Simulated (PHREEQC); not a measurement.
Solution (20 °C): 0.00047 mol/kgw PbCl2, 0.16 mol/kgw HBF4 and 0.013 mol/kgw Na2SO4. Closed to the air; pH follows from the charge balance.

The numbers come from PHREEQC with the ion-association model, wateq4f.dat.

- pH: 0.93
- ionic strength: 0.176 mol/kgw
- activity of water: 0.994
- total alkalinity: -640 meq/kg

| species | molality | activity | log γ |
|---|---|---|---|
| BF4- | 0.153 | 0.106 | -0.158 |
| H+ | 0.146 | 0.118 | -0.095 |
| Na+ | 0.0259 | 0.0195 | -0.124 |
| HF | 0.0152 | 0.0158 | 0.018 |
| HSO4- | 0.0104 | 0.00771 | -0.131 |
| H3BO3 | 0.00330 | 0.00344 | 0.018 |
| BF3OH- | 0.00321 | 0.00224 | -0.158 |
| SO4-2 | 0.00243 | 0.000750 | -0.510 |
| Cl- | 0.000936 | 0.000677 | -0.141 |
| H2F2 | 0.000751 | 0.000782 | 0.018 |
| Pb+2 | 0.000411 | 0.000133 | -0.491 |
| BF2(OH)2- | 0.000230 | 0.000160 | -0.158 |
| F- | 0.000137 | 9.82e-5 | -0.143 |
| NaSO4- | 9.38e-5 | 7.09e-5 | -0.122 |

No solid was allowed to form. Saturation is exceeded, for instance for Anglesite; the values hold only as long as no solid forms. Real BF4- forms and hydrolyses slowly; the run takes it at equilibrium.
